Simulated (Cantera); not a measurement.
Charge: 1 mol MgSO4, 0.12 mol H2O, 0.13 mol H2, held at 2.20 bar.

Cantera equilibrium calculation (NASA polynomials, part measured and part estimated; ideal gas, pure solids and liquids). Candidate condensed phases: H2O, H2SO4, Mg, MgO, Mg(OH)2, MgS, MgSO4, S; 26 gas species. The numbers say what is thermodynamically allowed, not how fast it happens.

### Question
At 1950 K, list the 4 most abundant gas species with their mole fractions, and the condensed phases.

### Answer
SO2 0.591, O2 0.257, H2O 0.148, SO3 0.00288. Condensed: MgO(s).
